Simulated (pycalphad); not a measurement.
# Effect of Hf content in Ti-Hf-B

CALPHAD calculation (pycalphad, COST 507 light-alloy database (1999)), 1 atm. These are 1990s assessments: newer ones move some temperatures and phases. Phase fractions are per mole of atoms.

```tsv
alloy	liquidus (°C)	first solid	solidus (°C)	phases at 727 °C
Ti-7.105Hf-0.4173B (wt.%)	1624	bcc	1541	hcp 0.96, BM 0.04
Ti-13.54Hf-0.3965B (wt.%)	1621	bcc	1541	hcp 0.96, BM 0.04
Ti-24.64Hf-0.3608B (wt.%)	1617	bcc	1543	hcp 0.96, BM 0.04
Ti-41.75Hf-0.3057B (wt.%)	1620	bcc	1548	hcp 0.96, BM 0.04
Ti-54.32Hf-0.2652B (wt.%)	1637	bcc	1558	hcp 0.96, BM 0.04
```

Database names, with the compositions (at.%) that they take in these runs: BM: Ti 46-50 B 50 Hf 0-4.
